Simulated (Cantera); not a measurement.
**Low-pressure radical oxidation in H2/O2**

A perfectly stirred reactor is fed with 1.09 % H2, 98.9 % O2, equivalence ratio 0.0055, at 0.0188 atm; it is held at 1375 K, and followed from long to short residence time.

Cantera simulation using the H2/O2 subset of GRI-Mech 3.0, which has no nitrogen chemistry; the numbers are that mechanism's predictions, not measurements. Radical loss at walls, strong at low pressure, is not modelled.

```
τ (s)        x H2   x O2    x H2O      x O    x HO2
-------  --------  -----  -------  -------  -------
1.6       1.93e-5  0.987   0.0106  0.00184  2.91e-7
0.74      2.98e-5  0.986   0.0105  0.00282  3.74e-7
0.34      4.58e-5  0.984   0.0104  0.00410  4.63e-7
0.16      6.96e-5  0.983   0.0102  0.00550  5.47e-7
0.071    0.000112  0.981   0.0100  0.00690  6.27e-7
0.033    0.000187  0.980  0.00986  0.00784  6.93e-7
0.015    0.000339  0.980  0.00959  0.00829  7.63e-7
0.0069   0.000641  0.980  0.00915  0.00824  8.43e-7
0.0032    0.00123  0.980  0.00840  0.00768  9.31e-7
0.0014    0.00247  0.981  0.00703  0.00643  1.00e-6
0.00066   0.00460  0.983  0.00498  0.00454  9.97e-7
```
x: mole fraction; the columns are a selection and need not sum to one.
